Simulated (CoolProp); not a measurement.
Computed with CoolProp (reference Helmholtz-energy equation of state, Lemmon 2006). It is a short technical equation, of lower accuracy than the large ones.

Q: Give the vapour pressure (kPa), vapour Z, liquid conductivity (mW/(m K)) of saturated n-nonane at 184.25, 196.45 °C.

A: 
```json
[
 {"T (°C)": "184.25", "p (kPa)": "228", "vapour Z": "0.897", "liquid conductivity (mW/(m K))": "91.4"},
 {"T (°C)": "196.45", "p (kPa)": "296", "vapour Z": "0.877", "liquid conductivity (mW/(m K))": "89.2"}
]
```

Thermal conductivity comes from a separate model (Huber 2005).
